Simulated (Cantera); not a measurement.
What does this Cantera script print?

```python
import numpy as np
import cantera as ct

gas_names = [...]  # 123 gases of nasa_gas.yaml made of C, H, O, Si
cond_names = """
    C(gr) C6H6(L) C7H8(L) C8H18(L),n-octa H2O(s) H2O(L) Si(cr) Si(L) SiC(b) SiO2(Lqz) SiO2(hqz) SiO2(L)
""".split()


# ... load() reads the species with a 1 bar reference pressure and builds the phases ...
atoms = {
    'HMDSO': {'Si': 2, 'C': 6, 'H': 18, 'O': 1},
    'O3': {'O': 3},
    'H2': {'H': 2},
}
top_T = {'C(gr)': 4500, 'SiC(b)': 3050}  # K; cautious upper limits of use, not melting points


# ... equilibrate(T, P, feed) seeds the gas with the atoms and calls Mixture.equilibrate('TP', solver="vcs", rtol=1e-11, max_steps=5000) ...
results = []
feed = {'HMDSO': 1, 'O3': 0.28, 'H2': 0.35}  # mol
T = 873  # K
P = 2400  # Pa
mix = equilibrate(T, P, feed)
results.append((T, P, feed, dict(zip(mix.species_names, mix.species_moles))))
x = sorted(zip(gas.X, gas.species_names), reverse=True)
print(f"T = {T:g} K  P = {P:g} Pa  gas = {mix.phase_moles(0):.4g} mol")
print("   x: " + "  ".join(f"{s} {v:.3e}" for v, s in x if v > 1e-05))
print("   condensed (mol): " + ("  ".join(f"{mix.phase(i).name} {mix.phase_moles(i):.4g}"
      for i in range(1, mix.n_phases) if mix.phase_moles(i) > 1e-12) or "none"))
```

It prints:

```
T = 873 K  P = 2400 Pa  gas = 9.252 mol
   x: H2 9.895e-01  CH4 1.055e-02
   condensed (mol): C(gr) 4.822  SiC(b) 1.08  SiO2(hqz) 0.92
```

Cantera equilibrium calculation (NASA polynomials, part measured and part estimated; ideal gas, pure solids and liquids). The feed counts by its element totals alone.
